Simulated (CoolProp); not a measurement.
The numbers come from the reference Helmholtz-energy equation of state, Lemmon 2009 in CoolProp.

Question: Give the vapour pressure (MPa), liquid cp (kJ/(kg K)), liquid conductivity (mW/(m K)) of saturated propane at -42.35, 9.35 °C.

Answer: 
```
T (°C)  p (MPa)  liquid cp (kJ/(kg K))  liquid conductivity (mW/(m K))
------  -------  ---------------------  ------------------------------
-42.35    0.100                   2.24                             130
9.35      0.625                   2.57                             101
```

Thermal conductivity comes from a separate model (Marsh 2002).
